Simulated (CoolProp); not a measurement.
n-perfluorohexane along the isobar 1080 kPa: density (kg/m³) from the reference equation and from simpler models built on Tc = 174.9 °C, pc = 1742 kPa, ω = 0.497; each cubic takes its own stable root.

The numbers come from the reference Helmholtz-energy equation of state, Gao 2022 in CoolProp.

```tsv
T (°C)	phase	reference	van der Waals	Soave-Redlich-Kwong
54.95	liquid	1592	893.0	1380
63.65	liquid	1564	876.8	1353
72.35	liquid	1536	859.5	1324
81.05	liquid	1506	841.1	1292
89.75	liquid	1475	821.4	1259
98.45	liquid	1442	799.8	1222
107.15	liquid	1407	776.0	1183
115.95	liquid	1368	748.7	1138
124.65	liquid	1325	716.7	1089
133.35	liquid	1277	160.4	1032
142.05	liquid	1220	150.9	964.7
159.45	gas	151.2	136.5	147.1
168.15	gas	140.5	130.7	137.4
176.85	gas	132.3	125.7	129.7
```

At some of these states van der Waals gives the other phase, because its saturation line lies elsewhere.
